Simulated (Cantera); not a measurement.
A freely propagating, adiabatic, planar premixed flame of H₂ : O₂ : N₂ = 1 : 0.2 : 0.52 (molar parts), equivalence ratio 2.5, unburnt at 300 K and 1.00 bar; mixture-averaged transport, grid criteria slope 0.08 and curve 0.16, no radiation.

Computed with Cantera and the H2/O2 subset of GRI-Mech 3.0, which has no nitrogen chemistry. Burning velocities carry a grid error of a few per cent, more on coarse grids.

What does this change do: inlet temperature 300 to 600 K?


```tsv
quantity	before	after
laminar burning velocity	358 cm/s	1050 cm/s
thermal thickness	0.334 mm	0.451 mm
peak x(H₂O₂)	0.000103	7.26e-6
peak x(HO₂)	0.000508	0.000264
peak x(O)	0.00227	0.00351
```
